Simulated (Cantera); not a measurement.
Feed: 1 mol CuO, 0.82 mol CH4, 0.62 mol N2, at 2325 °C and 2.00 bar.

Cantera equilibrium calculation (NASA polynomials, part measured and part estimated; ideal gas, pure solids and liquids). Candidate condensed phases: C, C6H6, C7H8, C8H18, Cu, CuO, Cu(OH)2, Cu2O, H2O; 139 gas species. Kinetics and transport are ignored.

Base state: H2 0.394, CO 0.220, N2 0.169, Cu 0.149, H2O 0.0447, H 0.0169, CO2 0.00386, Cu2 0.00279 (mole fractions); condensed: Cu(l).

Q: What changes in the equilibrium state with this change: CH4 from 0.82 to 0.5 mol?

A: 
```
species      before     after
----------  -------  --------
N2            0.169     0.246
H2            0.394     0.215
CO            0.220     0.176
H2O          0.0447     0.174
CO2         0.00386    0.0220
H            0.0169    0.0125
Cu            0.149     0.149
O2          5.69e-7   2.86e-5
NO          2.07e-5  0.000177
O           1.23e-5   8.72e-5
Cu(l), mol    0.432     0.609
```
